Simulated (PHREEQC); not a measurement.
**Buffer (model solution)**

Consider water at 50 °C and 100 atm with 0.07 mol KHCO3, 0.00045 mol NaF and 0.0067 mol LiCl per kg of water. Closed to the air; pH follows from the charge balance.

Model: ion-association model, phreeqc.dat, run in PHREEQC.

| Quantity | Value |
|---|---|
| pH | 7.98 |
| ionic strength | 0.0781 mol/kgw |
| specific conductance | 12400 µS/cm |
| density | 0.997 g/cm³ |
| total alkalinity | 70.0 meq/kg |

| species | molality | activity | log γ |
|---|---|---|---|
| K+ | 0.0700 | 0.0542 | -0.111 |
| HCO3- | 0.0680 | 0.0542 | -0.099 |
| Cl- | 0.00670 | 0.00520 | -0.110 |
| Li+ | 0.00670 | 0.00538 | -0.095 |
| CO2 | 0.000976 | 0.000994 | 0.008 |
| CO3-2 | 0.000959 | 0.000386 | -0.396 |
| F- | 0.000450 | 0.000348 | -0.112 |
| Na+ | 0.000430 | 0.000341 | -0.101 |
| NaHCO3 | 9.81e-6 | 9.99e-6 | 0.008 |
| NaCO3- | 9.77e-6 | 7.70e-6 | -0.104 |
| OH- | 7.30e-6 | 5.64e-6 | -0.112 |
| NaF | 6.47e-8 | 6.59e-8 | 0.008 |
| (CO2)2 | 3.64e-8 | 3.71e-8 | 0.008 |
| H+ | 1.27e-8 | 1.05e-8 | -0.081 |
| HF | 8.16e-9 | 8.31e-9 | 0.008 |

No solid was allowed to form. Species that the database lacks are ignored. Under pressure, the constants of complexes without a molar volume in the database are unreliable. At this temperature some constants are extrapolated from 25 °C, and those without enthalpy data are left unchanged.
